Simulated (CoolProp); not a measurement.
Vapour-liquid equilibrium of R125 (1) + R245fa (2) at 258.6 K; x and y are mole fractions of (1).

The numbers come from the multi-fluid Helmholtz-energy mixture model, Lemmon 2005 and Akasaka 2015; pair parameters Bell 2016 in CoolProp.

### Question
Give the bubble pressure and the first vapour's composition at x = 0.05, 0.2, 0.35. Is there an azeotrope?

### Answer
x = 0.05: 0.4846 bar, y = 0.479; x = 0.2: 1.101 bar, y = 0.798; x = 0.35: 1.669 bar, y = 0.886. No azeotrope shows between x = 0.05 and 0.95.

The pair parameters rest on a limited set of measurements; away from them the model extrapolates. The gap from Raoult's law changes sign with composition, which may be real or a fault of the pair parameters; it wasn't checked against measurements.
